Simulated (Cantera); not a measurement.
An adiabatic, constant-volume homogeneous reactor starts with H₂ : O₂ : N₂ = 1 : 0.602 : 2.27 (molar parts), equivalence ratio 0.83, at 1475 K and 86000 Pa. Integrator tolerance rtol = 1e-08.

Model: GRI-Mech 3.0 (53 species, 325 reactions), integrated in Cantera.

Question: What does this change do: initial temperature 1475 to 1325 K?

Answer: 
```
quantity                                                            before                                    after
---------------------------------  ---------------------------------------  ---------------------------------------
time of steepest temperature rise                                  16.5 µs                                  28.6 µs
temperature at 0.100 s                                              2912 K                                   2880 K
equilibrium temperature                                             2912 K                                   2880 K
x(H₂) at 0.100 s                     0.0348 (gas-phase equilibrium 0.0348)    0.0310 (gas-phase equilibrium 0.0310)
x(O₂) at 0.100 s                     0.0290 (gas-phase equilibrium 0.0290)    0.0284 (gas-phase equilibrium 0.0284)
x(OH) at 0.100 s                     0.0356 (gas-phase equilibrium 0.0356)    0.0327 (gas-phase equilibrium 0.0327)
x(H) at 0.100 s                      0.0181 (gas-phase equilibrium 0.0181)    0.0146 (gas-phase equilibrium 0.0146)
x(N₂O) at 0.100 s                  9.02e-7 (gas-phase equilibrium 9.02e-7)  8.99e-7 (gas-phase equilibrium 8.99e-7)
x(H₂O₂) at 0.100 s                 7.10e-7 (gas-phase equilibrium 7.10e-7)  7.24e-7 (gas-phase equilibrium 7.24e-7)
```

Question: What does this change do: pressure from 86000 Pa to 101000 Pa?

Answer: 
| quantity | before | after |
|---|---|---|
| time of steepest temperature rise | 16.5 µs | 14.0 µs |
| temperature at 0.100 s | 2912 K | 2928 K |
| equilibrium temperature | 2912 K | 2928 K |
| x(H₂) at 0.100 s | 0.0348 (gas-phase equilibrium 0.0348) | 0.0342 (gas-phase equilibrium 0.0342) |
| x(O₂) at 0.100 s | 0.0290 (gas-phase equilibrium 0.0290) | 0.0287 (gas-phase equilibrium 0.0287) |
| x(OH) at 0.100 s | 0.0356 (gas-phase equilibrium 0.0356) | 0.0354 (gas-phase equilibrium 0.0354) |
| x(H) at 0.100 s | 0.0181 (gas-phase equilibrium 0.0181) | 0.0173 (gas-phase equilibrium 0.0173) |
| x(N₂O) at 0.100 s | 9.02e-7 (gas-phase equilibrium 9.02e-7) | 9.97e-7 (gas-phase equilibrium 9.97e-7) |
| x(H₂O₂) at 0.100 s | 7.10e-7 (gas-phase equilibrium 7.10e-7) | 7.92e-7 (gas-phase equilibrium 7.92e-7) |
